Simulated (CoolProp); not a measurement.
Sulfur dioxide along the isotherm 162.95 °C: Z from the reference equation and from simpler models built on Tc = 157.5 °C, pc = 7887 kPa, ω = 0.256; each cubic takes its own stable root.

The numbers come from the reference Helmholtz-energy equation of state, Gao 2016 in CoolProp.

```tsv
p (kPa)	phase	reference
37.4	gas	0.9984
60.4	gas	0.9975
97.6	gas	0.9959
158	gas	0.9933
255	gas	0.9892
412	gas	0.9825
665	gas	0.9715
1070	gas	0.9535
1740	gas	0.9228
2810	gas	0.8705
4530	gas	0.7752
7320	gas	0.5561
11800	supercritical	0.2473
```

Q: How far does each simpler model (van der Waals, Redlich-Kwong, Soave-Redlich-Kwong, Peng-Robinson) lie from the reference over these 13 states: mean and median of the absolute difference, and the worst?

A: 
- van der Waals: mean 4.5 %, median 0.4 %, worst +42.8 % at 162.95 °C and 11800 kPa
- Redlich-Kwong: mean 1.9 %, median 0.0 %, worst +20.5 % at 162.95 °C and 11800 kPa
- Soave-Redlich-Kwong: mean 2.1 %, median 0.1 %, worst +22.0 % at 162.95 °C and 11800 kPa
- Peng-Robinson: mean 1.3 %, median 0.3 %, worst +10.5 % at 162.95 °C and 11800 kPa
